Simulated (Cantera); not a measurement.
# Fluorocarbon and chlorocarbon gases: CH₃Cl + H₂

A closed system holds: 1 mol CH₃Cl, 1.4 mol H₂, equilibrated at 852 °C and 0.430 bar.

Cantera equilibrium calculation (NASA polynomials, part measured and part estimated; ideal gas, pure solids and liquids). Candidate condensed phases: C, C₆H₆, C₇H₈, C₈H₁₈; 91 gas species. Equilibrium is a limit: real reactors are often held back by kinetics, nucleation or transport.

```
Quantity           Result
--------------  ---------
x(H₂)               0.698
x(HCl)              0.296
x(CH₄)            0.00605
n(C(graphite))  0.980 mol
gas amount      3.380 mol
```
